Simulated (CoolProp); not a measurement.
A single-stage vapour-compression cycle with R143a: evaporating at 194.15 K (dew point), condensing at 214.15 K (bubble point), superheat 2 K, subcooling 0 K, compressor efficiency 0.9, no pressure losses. Each further row changes one setting.

Computed with CoolProp (reference Helmholtz-energy equation of state, Lemmon and Jacobsen 2000).

| case | cooling COP | pressure ratio | discharge temperature (K) | refrigerating effect (kJ/kg) | volumetric capacity (kJ/m³) |
|---|---|---|---|---|---|
| as stated | 8.07 | 3.33 | 234.2 | 223 | 196 |
| evaporating temperature 199.15 K | 11.3 | 2.40 | 229.0 | 226 | 271 |
| condensing temperature 209.15 K | 11.0 | 2.53 | 225.3 | 230 | 202 |
| subcooling 5 K | 8.31 | 3.33 | 234.2 | 230 | 202 |
| superheat 12 K | 7.93 | 3.33 | 244.8 | 231 | 193 |
| compressor efficiency 0.8 | 7.18 | 3.33 | 238.4 | 223 | 196 |
